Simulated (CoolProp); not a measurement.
Water at 325.51 K and 0.0103 MPa flows at 18 m/s in a round tube of 50 mm bore and 0.25 µm roughness, fully developed (64/Re and Nu = 3.66 if laminar; Colebrook and Gnielinski if turbulent). Each further row changes one setting.

Model: reference Helmholtz-energy equation of state, Wagner 2002, in CoolProp.

| case | Reynolds number | Darcy friction factor | pressure drop (Pa/m) | heat-transfer coefficient (W/(m² K)) | mass flow (kg/h) |
|---|---|---|---|---|---|
| as stated | (withheld) | 0.0358 | (withheld) | 8.84 | (withheld) |
| velocity 36 m/s | 11700 | 0.0297 | 26.4 | (withheld) | 17.5 |
| diameter 100 mm | 11700 | 0.0297 | (withheld) | (withheld) | 35.0 |

Problem. Some entries are withheld; supply them.

Solution. 
- as stated, Reynolds number: 5840
- as stated, pressure drop (Pa/m): 7.97
- as stated, mass flow (kg/h): 8.75
- velocity 36 m/s, heat-transfer coefficient (W/(m² K)): 16.2
- diameter 100 mm, pressure drop (Pa/m): 3.30
- diameter 100 mm, heat-transfer coefficient (W/(m² K)): 8.08

Viscosity comes from a separate model (Huber 2009). Thermal conductivity comes from a separate model (Huber 2012).
